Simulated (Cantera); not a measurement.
Input: 1 mol TiO2, 0.77 mol CH4, 0.2 mol H2, held at 75.0 Torr.

Method: chemical equilibrium by Gibbs-energy minimisation in Cantera with the NASA 1993 tables (ideal gas, pure condensed phases). Candidate condensed phases: C, C6H6, C7H8, C8H18, H2O, Ti, TiC, TiO, TiO2, Ti2O3, Ti3O5, Ti4O7; 113 gas species. Mutual solubility and eutectic melting of coexisting phases are not modelled. TiC: taken at fixed stoichiometry. The numbers say what is thermodynamically allowed, not how fast it happens. All values below are at 1350 K.

Base state: H2 0.742, CO 0.257, CH4 0.000318, H2O 0.000109, CO2 1.93e-5 (mole fractions); condensed: C(graphite) + TiC(s) + Ti3O5(s).

Task: What changes in the equilibrium state with this change: pressure from 75.0 Torr to 24.8 Torr?

Result: 
```json
[
 {"species": "H2", "before": "0.742", "after": "0.724"},
 {"species": "CO", "before": "0.257", "after": "0.276"},
 {"species": "H2O", "before": "0.000109", "after": "7.14e-5"},
 {"species": "CH4", "before": "0.000318", "after": "5.27e-5"},
 {"species": "H", "before": "6.49e-6", "after": "1.12e-5"},
 {"species": "CO2", "before": "1.93e-5", "after": "1.38e-5"},
 {"species": "C(graphite), mol", "before": "0.00505", "after": "0"},
 {"species": "TiC(s), mol", "before": "0.162", "after": "0.108"},
 {"species": "Ti3O5(s), mol", "before": "0.279", "after": "0"},
 {"species": "Ti2O3(s), mol", "before": "0", "after": "0.446"}
]
```

Task: What changes in the equilibrium state with this change: pressure from 75.0 Torr to 100 Torr?

Result: 
| species | before | after |
|---|---|---|
| H2 | 0.742 | 0.806 |
| CO | 0.257 | 0.193 |
| CH4 | 0.000318 | 0.000500 |
| CO2 | 1.93e-5 | 1.45e-5 |
| H2O | 0.000109 | 0.000119 |
| C(graphite), mol | 0.00505 | 0.303 |
| TiC(s), mol | 0.162 | 0.0497 |
| Ti3O5(s), mol | 0.279 | 0.317 |
